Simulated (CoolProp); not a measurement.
Computed with CoolProp (reference Helmholtz-energy equation of state, Lemmon 2006). It is a short technical equation, of lower accuracy than the large ones.

Problem. For toluene, give the phase and the density (kg/m³), isothermal compressibility (1/MPa), viscosity (µPa s), Prandtl number at -11.45 °C and 46.9 bar.

Solution. 
- -11.45 °C and 46.9 bar: liquid; density 899, isothermal compressibility 0.000691, viscosity 958, Prandtl number 10.8

Viscosity comes from a separate model (Avgeri 2015). Thermal conductivity comes from a separate model (Assael 2012).
